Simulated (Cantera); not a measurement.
Cantera run:

```python
import numpy as np
import cantera as ct

gas_names = """
    CL CL2 H HCL H2 N NH NH2 NH3 N2 N2H2 N2H4 Si SiCL SiCL2 SiCL3 SiCL4 SiH SiHCL3 SiH2 SiH2CL2 SiH3
    SiH3CL SiH4 SiN Si2 Si2N Si3
""".split()
cond_names = """
    NH4CL(a) NH4CL(b) Si(cr) Si(L) Si3N4(a)
""".split()


# ... load() reads the species with a 1 bar reference pressure and builds the phases ...
atoms = {
    'Si2Cl6': {'Si': 2, 'CL': 6},
    'N2': {'N': 2},
    'H2': {'H': 2},
}
top_T = {'Si3N4(a)': 2400}  # K; cautious upper limits of use, not melting points


# ... equilibrate(T, P, feed) seeds the gas with the atoms and calls Mixture.equilibrate('TP', solver="vcs", rtol=1e-11, max_steps=5000) ...
results = []
feed = {'Si2Cl6': 1, 'N2': 21, 'H2': 3.5}  # mol
P = 260  # Pa
for T in [1550, 1575, 1600, 1625, 1650, 1675, 1700, 1725, 1750, 1775, 1800, 1825, 1850, 1875]:
    mix = equilibrate(T, P, feed)
    results.append((T, P, feed, dict(zip(mix.species_names, mix.species_moles))))
    x = sorted(zip(gas.X, gas.species_names), reverse=True)
    print(f"T = {T:g} K  P = {P:g} Pa  gas = {mix.phase_moles(0):.4g} mol")
    print("   x: " + "  ".join(f"{s} {v:.3e}" for v, s in x if v > 0.001))
    print("   condensed (mol): " + ("  ".join(f"{mix.phase(i).name} {mix.phase_moles(i):.4g}"
          for i in range(1, mix.n_phases) if mix.phase_moles(i) > 1e-12) or "none"))
```

Result:

```
T = 1550 K  P = 260 Pa  gas = 27.25 mol
   x: N2 7.624e-01  HCL 9.554e-02  H2 8.056e-02  SiCL2 5.910e-02  SiCL3 1.851e-03
   condensed (mol): Si3N4(a) 0.1112
T = 1575 K  P = 260 Pa  gas = 27.34 mol
   x: N2 7.629e-01  HCL 8.669e-02  H2 8.454e-02  SiCL2 6.377e-02  SiCL3 1.526e-03
   condensed (mol): Si3N4(a) 0.0703
T = 1600 K  P = 260 Pa  gas = 27.43 mol
   x: N2 7.634e-01  H2 8.824e-02  HCL 7.843e-02  SiCL2 6.804e-02  SiCL3 1.250e-03
   condensed (mol): Si3N4(a) 0.0321
T = 1625 K  P = 260 Pa  gas = 27.5 mol
   x: N2 7.638e-01  H2 9.133e-02  SiCL2 7.157e-02  HCL 7.151e-02  SiCL3 1.026e-03
   condensed (mol): none
T = 1650 K  P = 260 Pa  gas = 27.5 mol
   x: N2 7.636e-01  H2 9.118e-02  SiCL2 7.165e-02  HCL 7.162e-02
   condensed (mol): none
T = 1675 K  P = 260 Pa  gas = 27.51 mol
   x: N2 7.634e-01  H2 9.103e-02  HCL 7.172e-02  SiCL2 7.169e-02
   condensed (mol): none
T = 1700 K  P = 260 Pa  gas = 27.51 mol
   x: N2 7.632e-01  H2 9.086e-02  HCL 7.181e-02  SiCL2 7.169e-02
   condensed (mol): none
T = 1725 K  P = 260 Pa  gas = 27.52 mol
   x: N2 7.630e-01  H2 9.067e-02  HCL 7.190e-02  SiCL2 7.164e-02  H 1.097e-03
   condensed (mol): none
T = 1750 K  P = 260 Pa  gas = 27.53 mol
   x: N2 7.627e-01  H2 9.043e-02  HCL 7.201e-02  SiCL2 7.153e-02  H 1.372e-03
   condensed (mol): none
T = 1775 K  P = 260 Pa  gas = 27.55 mol
   x: N2 7.624e-01  H2 9.013e-02  HCL 7.215e-02  SiCL2 7.135e-02  H 1.704e-03  CL 1.048e-03
   condensed (mol): none
T = 1800 K  P = 260 Pa  gas = 27.56 mol
   x: N2 7.619e-01  H2 8.975e-02  HCL 7.236e-02  SiCL2 7.109e-02  H 2.104e-03  CL 1.298e-03
   condensed (mol): none
T = 1825 K  P = 260 Pa  gas = 27.58 mol
   x: N2 7.614e-01  H2 8.928e-02  HCL 7.265e-02  SiCL2 7.072e-02  H 2.581e-03  CL 1.602e-03
   condensed (mol): none
T = 1850 K  P = 260 Pa  gas = 27.61 mol
   x: N2 7.607e-01  H2 8.868e-02  HCL 7.306e-02  SiCL2 7.021e-02  H 3.146e-03  CL 1.970e-03  Si 1.002e-03
   condensed (mol): none
T = 1875 K  P = 260 Pa  gas = 27.64 mol
   x: N2 7.599e-01  H2 8.793e-02  HCL 7.361e-02  SiCL2 6.955e-02  H 3.812e-03  CL 2.416e-03  Si 1.407e-03  SiCL 1.006e-03
   condensed (mol): none
```

These are equilibrium values from Cantera (NASA tables, ideal gas, pure condensed phases), not measurements of a reactor. The feed counts by its element totals alone. The tables' values for SiCl3, SiCl, SiN are old estimates; treat these amounts as uncertain.
